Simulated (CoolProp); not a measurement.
Values from CoolProp's reference Helmholtz-energy equation of state, de Reuck 1993.

Give the vapour pressure (bar), liquid density (kg/m³), surface tension (mN/m), liquid viscosity (µPa s) of saturated methanol at 103.75, 114.35, 156.85 °C.


```csv
T (°C),p (bar),liquid density (kg/m³),surface tension (mN/m),liquid viscosity (µPa s)
103.75,3.98,707,15.2,215
114.35,5.46,694,14.2,193
156.85,16.4,636,9.66,129
```

Viscosity comes from a separate model (Xiang 2006). Surface tension comes from a separate correlation (Mulero 2012).
